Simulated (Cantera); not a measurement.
What does this Cantera script print?

```python
import numpy as np
import cantera as ct

gas_names = """
    H HO2 H2 H2O H2O2 O OH O2 O3 Pb PbO Pb2
""".split()
cond_names = """
    H2O(s) H2O(L) Pb(cr) Pb(L) PbO(rd) PbO(yw) PbO(L) PbO2(s) Pb3O4(s)
""".split()


# ... load() reads the species with a 1 bar reference pressure and builds the phases ...
atoms = {
    'Pb': {'Pb': 1},
    'H2O': {'H': 2, 'O': 1},
    'H2': {'H': 2},
}
top_T = {'Pb3O4(s)': 820}  # K; cautious upper limits of use, not melting points


# ... equilibrate(T, P, feed) seeds the gas with the atoms and calls Mixture.equilibrate('TP', solver="vcs", rtol=1e-11, max_steps=5000) ...
results = []
T = 1698.15  # K
P = 150  # Pa
for m in [1.8, 2.7, 4.1, 6.2, 9.3, 14, 21, 32, 48, 72, 110]:
    feed = {'Pb': 1, 'H2O': 0.26, 'H2': m}  # mol
    mix = equilibrate(T, P, feed)
    results.append((T, P, feed, dict(zip(mix.species_names, mix.species_moles))))

top = {s: max(r[3][s] / sum(r[3][g] for g in gas_names) for r in results) for s in gas_names}
cols = sorted((s for s in top if top[s] > 1e-06), key=lambda s: -top[s])[:8]
seen = [c for c in cond_names if any(r[3].get(c, 0) > 1e-12 for r in results)]
print("log10 of partial pressures in bar; condensed amounts in mol")
print(f"{'n(H2)':>10s}" + "".join(f"{s[:9]:>10s}" for s in cols + seen))
for T, P, feed, n in results:
    ng = sum(n[g] for g in gas_names)
    print(f"{feed['H2']:10.4g}" + "".join(f"{np.log10(max(n[s] / ng * P / 1e5, 1e-99)):10.3f}" for s in cols)
          + "".join(f"{n.get(c, 0):10.4g}" for c in seen))
```

Result:

```
log10 of partial pressures in bar; condensed amounts in mol
     n(H2)        H2        Pb       H2O         H       PbO        OH       Pb2
       1.8    -3.056    -3.310    -3.896    -5.367    -7.065    -7.496    -8.640
       2.7    -2.992    -3.422    -4.008    -5.335    -7.353    -7.640    -8.864
       4.1    -2.942    -3.554    -4.139    -5.310    -7.666    -7.796    -9.127
       6.2    -2.906    -3.697    -4.283    -5.292    -7.989    -7.958    -9.414
       9.3    -2.881    -3.848    -4.434    -5.280    -8.316    -8.121    -9.716
        14    -2.863    -4.008    -4.593    -5.271    -8.654    -8.290   -10.036
        21    -2.851    -4.172    -4.757    -5.265    -8.994    -8.460   -10.364
        32    -2.842    -4.347    -4.932    -5.260    -9.351    -8.639   -10.712
        48    -2.837    -4.517    -5.102    -5.258    -9.698    -8.812   -11.054
        72    -2.833    -4.690    -5.275    -5.256   -10.046    -8.986   -11.398
       110    -2.830    -4.871    -5.456    -5.254   -10.412    -9.169   -11.761
```

These are equilibrium values from Cantera (NASA tables, ideal gas, pure condensed phases), not measurements of a reactor.
